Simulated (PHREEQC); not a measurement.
A made-up water analysis in mg/L, 20 °C, pH 5.78, pe 12.1:

| constituent | mg/L |
|---|---|
| Na | 0.0208 |
| K | 0.00415 |
| Ca | 0.0332 |
| Mg | 9.21e-05 |
| Cl | 0.00722 |
| S(6) as SO4 | 0.0232 |
| Alkalinity as HCO3 | 0.115 |
| F | 8.65e-06 |
| Cd | 0.00355 |
| Sr | 0.000359 |

Valence states are taken as typed.

Computed with PHREEQC (ion-association model, wateq4f.dat).

No solid was allowed to form.

Task: Predict the ionic strength, charge-balance error.

Result: ionic strength 5.43e-6 mol/kgw; charge-balance error 2.0 %.

Task: In which forms is C present?

Result: CO2 80 %, HCO3- 20 % of the C.

Species that the database lacks are ignored.
